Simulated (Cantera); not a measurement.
An adiabatic, constant-pressure homogeneous reactor starts with 28.6 % CO, 0.916 % H2, 4.01 % CH4, 19.0 % O2, 47.5 % N2, at 1548 K and 7500 Torr.

Model: GRI-Mech 3.0 (53 species, 325 reactions), integrated in Cantera. Above 3000 K some thermodynamic fits are extrapolated.

Question: Predict: time of steepest temperature rise; temperature at 5.00 s; equilibrium temperature; x(CO) at 5.00 s; x(H2) at 5.00 s; x(N2O) at 5.00 s; x(H2O) at 5.00 s.

Answer: 
- time of steepest temperature rise: 28.4 µs
- temperature at 5.00 s: 3100 K
- equilibrium temperature: 3100 K
- x(CO) at 5.00 s: 0.161 (gas-phase equilibrium 0.161)
- x(H2) at 5.00 s: 0.00847 (gas-phase equilibrium 0.00847)
- x(N2O) at 5.00 s: 2.27e-6 (gas-phase equilibrium 2.27e-6)
- x(H2O) at 5.00 s: 0.0732 (gas-phase equilibrium 0.0732)
